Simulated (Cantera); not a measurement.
**Equilibrium for oxide etching and cleaning by halides: Al2O3 + Cl2 + O2 + HCl**

A closed system holds: 1 mol Al2O3, 1.7 mol Cl2, 0.99 mol O2, a varied amount of HCl, at 1873.15 K and 1.00 bar.

Equilibrium computed with Cantera from the NASA thermochemical tables; the gas is ideal and each condensed phase is pure. Candidate condensed phases: Al, AlCl3, Al2O3, H2O; 29 gas species. Gases not in the tables: Al(OH)3. Kinetics and transport are ignored.

From 2.7 mol HCl to 62 mol HCl the condensed part is Al2O3(s). The share of Al in condensed phases is highest at 2.7 mol HCl (98.3 %) and lowest at 62 mol HCl (88.2 %).

| n(HCl) (mol) | x HCl | x Cl | x Cl2 | x O2 | x H2O | x AlCl3 | x ClO | x OH | n Al2O3(s) |
|---|---|---|---|---|---|---|---|---|---|
| 2.7 | 0.443 | 0.190 | 0.187 | 0.167 | 0.00514 | 0.00586 | 0.00130 | 0.000226 | 0.983 |
| 9.3 | 0.696 | 0.127 | 0.0836 | 0.0708 | 0.0184 | 0.00335 | 0.000565 | 0.000345 | 0.979 |
| 16 | 0.771 | 0.104 | 0.0562 | 0.0399 | 0.0252 | 0.00284 | 0.000348 | 0.000350 | 0.972 |
| 22 | 0.805 | 0.0927 | 0.0444 | 0.0264 | 0.0282 | 0.00273 | 0.000251 | 0.000334 | 0.965 |
| 29 | 0.830 | 0.0836 | 0.0362 | 0.0172 | 0.0298 | 0.00275 | 0.000183 | 0.000308 | 0.955 |
| 36 | 0.847 | 0.0769 | 0.0306 | 0.0117 | 0.0303 | 0.00286 | 0.000139 | 0.000282 | 0.943 |
| 42 | 0.859 | 0.0722 | 0.0270 | 0.00858 | 0.0302 | 0.00299 | 0.000112 | 0.000261 | 0.932 |
| 49 | 0.869 | 0.0676 | 0.0236 | 0.00607 | 0.0298 | 0.00317 | 8.79e-5 | 0.000237 | 0.916 |
| 55 | 0.877 | 0.0641 | 0.0212 | 0.00457 | 0.0293 | 0.00335 | 7.23e-5 | 0.000219 | 0.901 |
| 62 | 0.885 | 0.0605 | 0.0189 | 0.00332 | 0.0285 | 0.00357 | 5.82e-5 | 0.000200 | 0.882 |
x: gas mole fraction; n: condensed amount in mol.
